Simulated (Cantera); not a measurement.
Cantera run, input and output.

```python
import numpy as np
import cantera as ct

gas = ct.Solution("gri30.yaml")
gas.TPX = 1775, 97, {'CH4': 1, 'H2': 1}
reactor = ct.IdealGasConstPressureReactor(gas, energy="off", clone=False)
net = ct.ReactorNet([reactor])
net.rtol, net.atol = 1e-08, 1e-18
show = ['CH4', 'H2', 'C2H4', 'C2H', 'CH3', 'C2H2', 'H']
times = np.geomspace(0.0007, 2, 10)

steps = ct.SolutionArray(gas, extra=["t"])
rows = []
print(f"{'t/s':>10s}{'T/K':>9s}{'P/Pa':>11s}" + "".join(f"{s:>11s}" for s in show))
for t in times:
    while net.time < t:
        t_next = net.step()
        steps.append(gas.state, t=t_next)
    rows.append([np.interp(t, steps.t, y) for y in (steps.T, steps.P, *steps(*show).X.T)])
    print(f"{t:10.3e}{rows[-1][0]:9.1f}{rows[-1][1]:11.4g}" + "".join(f"{x:11.3e}" for x in rows[-1][2:]))
rate = np.gradient(steps.T, steps.t)
print("integrator steps:", len(steps.t))
if steps.T.max() > steps.T[0] + 200:
    print(f"time of steepest temperature rise: {steps.t[rate.argmax()]:.4e} s")
gas.TPX = 1775, 97, {'CH4': 1, 'H2': 1}
gas.equilibrate("TP")
print(f"equilibrium (TP): T = {gas.T:.1f} K  " + "  ".join(f"{s} {gas[s].X[0]:.3e}" for s in show))
```

It prints:

```
       t/s      T/K       P/Pa        CH4         H2       C2H4        C2H        CH3       C2H2          H
 7.000e-04   1775.0         97  4.999e-01  5.000e-01  1.056e-09  5.612e-20  4.940e-05  8.921e-13  4.336e-06
 1.695e-03   1775.0         97  4.998e-01  5.000e-01  2.408e-08  6.480e-18  1.221e-04  5.358e-11  7.945e-06
 4.103e-03   1775.0         97  4.996e-01  5.001e-01  4.312e-07  6.574e-16  2.980e-04  2.537e-09  1.670e-05
 9.933e-03   1775.0         97  4.991e-01  5.002e-01  6.705e-06  6.332e-14  7.233e-04  1.065e-07  3.805e-05
 2.405e-02   1775.0         97  4.975e-01  5.005e-01  9.616e-05  6.346e-12  1.757e-03  4.451e-06  9.095e-05
 5.822e-02   1775.0         97  4.906e-01  5.033e-01  1.263e-03  7.306e-10  4.345e-03  2.021e-04  2.318e-04
 1.409e-01   1775.0         97  4.308e-01  5.375e-01  1.109e-02  9.399e-08  1.040e-02  9.217e-03  6.979e-04
 3.412e-01   1775.0         97  2.178e-01  6.804e-01  7.751e-03  1.377e-06  8.807e-03  8.368e-02  1.425e-03
 8.261e-01   1775.0         97  9.196e-02  7.678e-01  1.362e-03  2.332e-06  4.072e-03  1.330e-01  1.714e-03
 2.000e+00   1775.0         97  3.482e-02  8.071e-01  2.313e-04  3.137e-06  1.811e-03  1.539e-01  2.094e-03
integrator steps: 885
equilibrium (TP): T = 1775.0 K  CH4 2.064e-05  H2 8.255e-01  C2H4 3.678e-06  C2H 1.343e-05  CH3 4.293e-06  C2H2 1.659e-01  H 8.504e-03
```

Detailed kinetics in Cantera: GRI-Mech 3.0 (53 species, 325 reactions). GRI-Mech 3.0 stops at C3 and has no aromatics, soot or wall deposition, so with more carbon than oxygen in the feed, carbon stays in small species such as C2H2 where larger ones or solid carbon would form. Radical loss at walls, strong at low pressure, is not modelled.
